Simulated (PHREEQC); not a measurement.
## Nickel, zinc or cadmium bath: an equilibrium model

Make-up at 25 °C: 7.7 mmol/kgw CdCl2 and 120 mmol/kgw NiCl2. Closed to the air; pH follows from the charge balance.

Equilibrium calculation in PHREEQC: ion-association model, wateq4f.dat.

Precipitation was switched off in this run.

**Question.** Estimate the pH, ionic strength, activity of water.

**Answer.** pH 5.64; ionic strength 0.322 mol/kgw; activity of water 0.994.

**Question.** In which forms is Ni present?

**Answer.** Ni+2 83 %, NiCl+ 12 %, NiCl2 4.5 % of the Ni.
